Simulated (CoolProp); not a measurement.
Chlorine along the isotherm 430.2 K: Z from the reference equation and from simpler models built on Tc = 416.9 K, pc = 76.42 bar, ω = 0.070; each cubic takes its own stable root.

Model: reference Helmholtz-energy equation of state, Thol 2021, in CoolProp.

```tsv
p (bar)	phase	reference	Redlich-Kwong	Peng-Robinson
0.632	gas	0.9976	0.9974	0.9971
1.2	gas	0.9955	0.9951	0.9945
2.27	gas	0.9914	0.9907	0.9896
4.31	gas	0.9836	0.9823	0.9802
8.17	gas	0.9686	0.9661	0.9622
15.5	gas	0.9391	0.9343	0.9272
29.4	gas	0.8791	0.8701	0.8571
55.7	gas	0.7414	0.7263	0.7041
105	supercritical	0.2566	0.3163	0.2938
200	supercritical	0.3888	0.4369	0.3955
```
